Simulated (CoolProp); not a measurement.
A single-stage vapour-compression cycle with the fluid: evaporating at 223.15 K (dew point), condensing at 252.15 K (bubble point), superheat 10 K, subcooling 8 K, compressor efficiency 0.8, no pressure losses. The same conditions are run with several fluids, on thermodynamics alone (safety and materials aside).

The numbers come from the reference Helmholtz-energy equation of state of each fluid (R407C: Lemmon 2003; R227EA: Lemmon 2016; ethylene: Smukala 2000; ethane: Bücker 2006; isobutane: Bücker 2006; R410A: Lemmon 2003) in CoolProp. Blends and air are pseudo-pure fits.

```tsv
fluid	cooling COP	pressure ratio	discharge temperature (K)	refrigerating effect (kJ/kg)	volumetric capacity (kJ/m³)
R407C	4.47	5.36	303.0	229	522
R227EA	5.84	4.56	266.0	130	209
ethylene	5.06	2.32	291.6	341	6120
ethane	5.43	2.51	286.2	389	3680
isobutane	5.84	4.14	277.1	366	186
R410A	5.60	3.55	295.6	250	1060
```
